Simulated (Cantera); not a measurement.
Ignition delay

Mixture: 16.9 % CH4, 16.9 % O2, 63.6 % N2, 2.54 % H2O, equivalence ratio 2.0, at 5.00 bar, adiabatic and at constant volume. Ignition delay is the time to a rise of 400 K.

Cantera simulation using GRI-Mech 3.0 (53 species, 325 reactions); the numbers are that mechanism's predictions, not measurements.

```
T0 (K)  delay (ms)
------  ----------
1100          54.8
1150          27.4
1200          14.2
1250          7.54
1300          4.13
1350          2.31
1400          1.32
1450         0.769
```

```yaml
apparent activation energy between 1350 and 1450 K: 180 kJ/mol
```
